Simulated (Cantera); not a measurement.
## Tantalum, niobium, vanadium and zirconium in process gases: Nb + N2O + H2O

A closed system holds: 1 mol Nb, 7.7 mol N2O, 0.16 mol H2O, at 0.550 Pa.

These are equilibrium values from Cantera (NASA tables, ideal gas, pure condensed phases), not measurements of a reactor. Candidate condensed phases: H2O, Nb, NbO, NbO2, Nb2O5; 27 gas species. Condensed phases not in the tables: the oxides between NbO2 and Nb2O5. Kinetics and transport are ignored.

From 875 K to 1675 K the condensed part is Nb2O5(s).

```json
[
 {"T (K)": "875", "log p N2": "-5.39", "log p O2": "-5.86", "log p H2O": "-7.08", "log p O": "-14.62", "log p NO": "-10.42", "log p OH": "-12.49", "n Nb2O5(s)": "0.500"},
 {"T (K)": "975", "log p N2": "-5.39", "log p O2": "-5.86", "log p H2O": "-7.08", "log p O": "-13.07", "log p NO": "-9.86", "log p OH": "-11.49", "n Nb2O5(s)": "0.500"},
 {"T (K)": "1075", "log p N2": "-5.39", "log p O2": "-5.86", "log p H2O": "-7.08", "log p O": "-11.81", "log p NO": "-9.41", "log p OH": "-10.68", "n Nb2O5(s)": "0.500"},
 {"T (K)": "1175", "log p N2": "-5.39", "log p O2": "-5.86", "log p H2O": "-7.08", "log p O": "-10.77", "log p NO": "-9.03", "log p OH": "-10.01", "n Nb2O5(s)": "0.500"},
 {"T (K)": "1275", "log p N2": "-5.39", "log p O2": "-5.86", "log p H2O": "-7.08", "log p O": "-9.88", "log p NO": "-8.71", "log p OH": "-9.44", "n Nb2O5(s)": "0.500"},
 {"T (K)": "1375", "log p N2": "-5.39", "log p O2": "-5.87", "log p H2O": "-7.08", "log p O": "-9.13", "log p NO": "-8.44", "log p OH": "-8.96", "n Nb2O5(s)": "0.500"},
 {"T (K)": "1475", "log p N2": "-5.39", "log p O2": "-5.87", "log p H2O": "-7.08", "log p O": "-8.48", "log p NO": "-8.21", "log p OH": "-8.54", "n Nb2O5(s)": "0.500"},
 {"T (K)": "1575", "log p N2": "-5.39", "log p O2": "-5.87", "log p H2O": "-7.10", "log p O": "-7.90", "log p NO": "-8.00", "log p OH": "-8.18", "n Nb2O5(s)": "0.500"},
 {"T (K)": "1675", "log p N2": "-5.40", "log p O2": "-5.88", "log p H2O": "-7.13", "log p O": "-7.40", "log p NO": "-7.82", "log p OH": "-7.88", "n Nb2O5(s)": "0.500"}
]
```
log p: log10 of the partial pressure in bar; n: condensed amount in mol.
